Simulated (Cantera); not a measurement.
A perfectly stirred reactor is fed with C₂H₆ : N₂ = 1 : 94 (molar parts), at 10.00 Torr; it is held at 1525 K, and followed from long to short residence time.

Detailed kinetics in Cantera: GRI-Mech 3.0 (53 species, 325 reactions). GRI-Mech 3.0 stops at C3 and has no aromatics, soot or wall deposition, so with more carbon than oxygen in the feed, carbon stays in small species such as C2H2 where larger ones or solid carbon would form. Radical loss at walls, strong at low pressure, is not modelled.

### Question
What does this change do: pressure from 10.00 Torr to 0.400 bar?

### Answer
```csv
quantity,before,after
x(C₂H₆) at τ = 3.90 s,1.26e-5,5.30e-6
x(CH₂) at τ = 3.90 s,6.02e-7,1.01e-8
x(CH₃) at τ = 3.90 s,0.000120,2.35e-5
x(HCN) at τ = 3.90 s,3.80e-5,1.09e-6
x(H₂) at τ = 3.90 s,0.0191,0.0172
x(C₂H₆) at τ = 77.0 ms,0.000462,0.000103
x(CH₂) at τ = 77.0 ms,3.44e-6,1.36e-7
x(CH₃) at τ = 77.0 ms,0.000741,9.85e-5
x(HCN) at τ = 77.0 ms,6.70e-6,1.15e-6
x(H₂) at τ = 77.0 ms,0.0140,0.0161
```

### Question
What does this change do: pressure from 10.00 Torr to 0.700 bar?

### Answer
| quantity | before | after |
|---|---|---|
| x(C₂H₆) at τ = 3.90 s | 1.26e-5 | 4.82e-6 |
| x(CH₂) at τ = 3.90 s | 6.02e-7 | 4.81e-9 |
| x(CH₃) at τ = 3.90 s | 0.000120 | 1.76e-5 |
| x(HCN) at τ = 3.90 s | 3.80e-5 | 5.35e-7 |
| x(H₂) at τ = 3.90 s | 0.0191 | 0.0166 |
| x(C₂H₆) at τ = 77.0 ms | 0.000462 | 9.42e-5 |
| x(CH₂) at τ = 77.0 ms | 3.44e-6 | 6.51e-8 |
| x(CH₃) at τ = 77.0 ms | 0.000741 | 7.22e-5 |
| x(HCN) at τ = 77.0 ms | 6.70e-6 | 5.67e-7 |
| x(H₂) at τ = 77.0 ms | 0.0140 | 0.0156 |
